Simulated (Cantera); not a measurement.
Feed: 1 mol SiH2Cl2, 3.1 mol NH3, held at 0.100 bar.

Method: chemical equilibrium by Gibbs-energy minimisation in Cantera with the NASA 1993 tables (ideal gas, pure condensed phases). Candidate condensed phases: NH4Cl, Si, Si3N4; 28 gas species. The tables' values for SiCl3 are old estimates; treat these amounts as uncertain. Rates play no part. All values below are at 1300 K.

Base state: H2 0.624, HCl 0.253, N2 0.120, SiCl4 0.00247, SiCl3 0.000370, SiCl2 0.000329, SiHCl3 0.000277 (mole fractions); condensed: Si3N4(s).

What changes in the equilibrium state with this change: NH3 from 3.1 to 2.5 mol?


```csv
species,before,after
H2,0.624,0.605
HCl,0.253,0.291
N2,0.120,0.0969
SiCl4,0.00247,0.00525
SiCl3,0.000370,0.000674
SiHCl3,0.000277,0.000498
SiCl2,0.000329,0.000514
"Si3N4(s), mol",0.325,0.319
```

What changes in the equilibrium state with this change: NH3 from 3.1 to 13 mol?


| species | before | after |
|---|---|---|
| H2 | 0.624 | 0.713 |
| N2 | 0.120 | 0.213 |
| HCl | 0.253 | 0.0731 |
| SiCl2 | 0.000329 | 1.63e-5 |
| SiCl4 | 0.00247 | 8.91e-6 |
| SiCl3 | 0.000370 | 4.94e-6 |
| SiHCl3 | 0.000277 | 3.96e-6 |
| Si3N4(s), mol | 0.325 | 0.333 |
